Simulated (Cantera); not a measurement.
Feed: 1 mol Na₂SO₄, a varied amount of CO₂, held at 10000 Pa.

Equilibrium computed with Cantera from the NASA thermochemical tables; the gas is ideal and each condensed phase is pure. Candidate condensed phases: C, Na, NaO₂, Na₂CO₃, Na₂O, Na₂O₂, Na₂S, Na₂SO₄, S; 27 gas species. Kinetics and transport are ignored.

Stable condensed phases, one row left out:

```
T in K \ n(CO₂) in mol
         0.44  1.2    2  2.8  3.6  4.4  5.2  5.9  6.7  7.5
   2100     A    A    A    A    A    A    A    A    A    A
   2075     A    A    A    A    A    A    A    A    A    A
   2050     A    A    A    A    A    A    A    A    A    A
   2025     A    A    A    A    A    A    A    A    A    A
   2000     A    A    A    A    A    A    A    A    A    A
   1950     B    B    B    A    A    A    A    A    A    A
   1925     B    B    B    B    B    A    A    A    A    A
   1900     B    B    B    B    B    B    B    A    A    A
   1875     B    B    B    B    B    B    B    B    B    B
   1850     B    B    B    B    B    B    B    B    B    B
```

A: gas only; B: Na₂SO₄.

Question: Give the row for 1975 K.

Answer: 0.44: Na₂SO₄; 1.2: gas only; 2: gas only; 2.8: gas only; 3.6: gas only; 4.4: gas only; 5.2: gas only; 5.9: gas only; 6.7: gas only; 7.5: gas only.
